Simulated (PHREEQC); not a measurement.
Make-up at 60 °C: 0.012 mol CaCl2, 0.12 mol Na2HPO4 and 1.3e-06 mol H4SiO4 per kg of water. Closed to the air; pH follows from the charge balance.

Model: ion-association model, phreeqc.dat, run in PHREEQC.

No solid was allowed to form.

### Question
Predict the pH, ionic strength, density.

### Answer
pH 8.00; ionic strength 0.329 mol/kgw; density 0.999 g/cm³.

### Question
In which forms is Ca present?

### Answer
CaHPO4 54 %, CaPO4- 35 %, Ca+2 10 %, CaH2PO4+ 0.5 % of the Ca.

The solution is supersaturated, for example in Hydroxyapatite, so a real one may precipitate; this is no full list. Complexes and solids missing from the database can't appear. Away from 25 °C the constants follow the database's enthalpies or fits; those with neither stay at their 25 °C values.
